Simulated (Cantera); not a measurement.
Mixture: CO : H₂ : CH₄ : O₂ : N₂ = 1 : 1.4 : 0.059 : 1.01 : 3.81 (molar parts), at 760 Torr, adiabatic and at constant volume. Ignition delay is the time to a rise of 400 K.

Model: GRI-Mech 3.0 (53 species, 325 reactions), integrated in Cantera. Where the delays flatten at high temperature, the 400 K rule measures the pace of heat release, not the induction time.

```json
[
 {"quantity": "delay at 1200 K", "before": "57.1 µs", "after": "53.6 µs"},
 {"quantity": "delay at 1300 K", "before": "34.8 µs", "after": "33.5 µs"},
 {"quantity": "delay at 1400 K", "before": "23.8 µs", "after": "23.6 µs"},
 {"quantity": "delay at 1500 K", "before": "17.9 µs", "after": "18.3 µs"},
 {"quantity": "delay at 1600 K", "before": "14.6 µs", "after": "15.4 µs"}
]
```

### Question
What was changed between the two runs?
(A) CO 1 to 2.1 parts
(B) CH4 0.059 to 0.031 parts
(C) constant pressure in place of constant volume
(D) pressure from 760 Torr to 2630 Torr

### Answer
B, CH4 0.059 to 0.031 parts
